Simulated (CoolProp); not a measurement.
Vapour pressure (MPa) of 1,2-dichloroethane: the reference equation beside estimates from Tc = 561.6 K, pc = 5.226 MPa, ω = 0.269.

Model: reference Helmholtz-energy equation of state, Thol 2015, in CoolProp.

```
T (K)  reference  Lee-Kesler  van der Waals  Soave-Redlich-Kwong  Peng-Robinson
-----  ---------  ----------  -------------  -------------------  -------------
406.3     0.3872      0.3892          1.237               0.3890         0.3864
411.3     0.4343      0.4372          1.314               0.4371         0.4337
416.4     0.4866      0.4907          1.396               0.4907         0.4864
421.4     0.5425      0.5477          1.480                    ?         0.5427
426.5     0.6043      0.6108          1.568               0.6115         0.6052
431.5     0.6699      0.6778          1.658               0.6791         0.6715
436.6     0.7423      0.7517          1.753               0.7536         0.7448
441.6     0.8187      0.8297          1.849               0.8325         0.8224
446.6     0.9009      0.9135          1.949               0.9174         0.9059
451.7     0.9910       1.005          2.054                    ?         0.9975
456.7      1.086           ?          2.161                1.108              ?
461.8      1.189           ?          2.273                1.216          1.199
466.8      1.297       1.317          2.386                    ?              ?
471.9      1.415       1.437          2.505                1.450          1.431
476.9      1.539       1.562          2.626                1.578          1.557
```

**Question.** Some entries are withheld; supply them.

**Answer.** 
- 421.4, Soave-Redlich-Kwong: 0.5480
- 451.7, Soave-Redlich-Kwong: 1.011
- 456.7, Lee-Kesler: 1.102
- 456.7, Peng-Robinson: 1.094
- 461.8, Lee-Kesler: 1.207
- 466.8, Soave-Redlich-Kwong: 1.328
- 466.8, Peng-Robinson: 1.310

Absolute difference from the reference over all 15 rows, mean and median: Lee-Kesler 1.2 and 1.3 %, van der Waals 133.1 and 125.8 %, Soave-Redlich-Kwong 1.6 and 1.7 %, Peng-Robinson 0.5 and 0.5 %.
